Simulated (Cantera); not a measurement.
A perfectly stirred reactor is fed with CH4 : CO : O2 : N2 = 1 : 0.3 : 1.65 : 6.22 (molar parts), equivalence ratio 1.3, at 1.01 bar; it is adiabatic with a 750 K inlet, and is followed from long to short residence time, starting on the burning branch (τ in s: 0.047, 0.024, 0.012, 0.0063, 0.0032, 0.0016, 0.00084, 0.00043, 0.00022, 0.00011, 5.7e-05, 2.9e-05).

Detailed kinetics in Cantera: GRI-Mech 3.0 (53 species, 325 reactions).

**Question.** What does this change do: O2 1.65 to 1.1 parts?

**Answer.** 
| quantity | before | after |
|---|---|---|
| blow-out, bracketed by the residence times tried | burning at 57.0 µs, out at 29.0 µs | burning at 3.20 ms, out at 1.60 ms |
| x(CH4) at τ = 47.0 ms | 6.95e-6 | 0.00813 |
| x(CO) at τ = 47.0 ms | 0.0725 | 0.0859 |
| x(O2) at τ = 47.0 ms | 0.000526 | 0.00126 |
| x(NO) at τ = 47.0 ms | 0.000663 | 1.55e-6 |
| x(C2H4) at τ = 47.0 ms | 1.06e-9 | 0.000162 |
| x(CH4) at τ = 0.840 ms | 0.000106 | 0.116 |
| x(CO) at τ = 0.840 ms | 0.0746 | 0.0348 |
| x(O2) at τ = 0.840 ms | 0.00370 | 0.128 |
| x(NO) at τ = 0.840 ms | 0.000422 | <1e-12 |
| x(C2H4) at τ = 0.840 ms | 1.17e-7 | <1e-12 |

**Question.** What does this change do: pressure from 1.01 bar to 5.00 bar?

**Answer.** 
| quantity | before | after |
|---|---|---|
| blow-out, bracketed by the residence times tried | burning at 57.0 µs, out at 29.0 µs | burning at 29.0 µs, the shortest tried |
| x(CH4) at τ = 47.0 ms | 6.95e-6 | 6.68e-6 |
| x(CO) at τ = 47.0 ms | 0.0725 | 0.0722 |
| x(O2) at τ = 47.0 ms | 0.000526 | 0.000117 |
| x(NO) at τ = 47.0 ms | 0.000663 | 0.000391 |
| x(C2H4) at τ = 47.0 ms | 1.06e-9 | 7.46e-10 |
| x(CH4) at τ = 0.840 ms | 0.000106 | 9.22e-5 |
| x(CO) at τ = 0.840 ms | 0.0746 | 0.0729 |
| x(O2) at τ = 0.840 ms | 0.00370 | 0.00104 |
| x(NO) at τ = 0.840 ms | 0.000422 | 0.000543 |
| x(C2H4) at τ = 0.840 ms | 1.17e-7 | 1.69e-7 |
